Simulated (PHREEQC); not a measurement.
A made-up water analysis in mg/kgw, 25 °C, pH 6.39, pe 9.5:

| constituent | mg/kgw |
|---|---|
| Na | 2320 |
| K | 582 |
| Ca | 8.82 |
| Mg | 203 |
| Cl | 4270 |
| S(6) as SO4 | 603 |
| Alkalinity as HCO3 | 5.44 |
| O(0) (dissolved oxygen) | 0.859 |

Valence states are taken as typed.

Model: ion-association model, phreeqc.dat, run in PHREEQC.

Question: The ionic strength comes out as 0.142 mol/kgw. What activity coefficients do KSO4-, NaSO4-, Mg+2, K+, Cl- get?

Answer: KSO4- 0.77, NaSO4- 0.77, Mg+2 0.37, K+ 0.74, Cl- 0.74.

Precipitation was switched off in this run. Species that the database lacks are ignored.
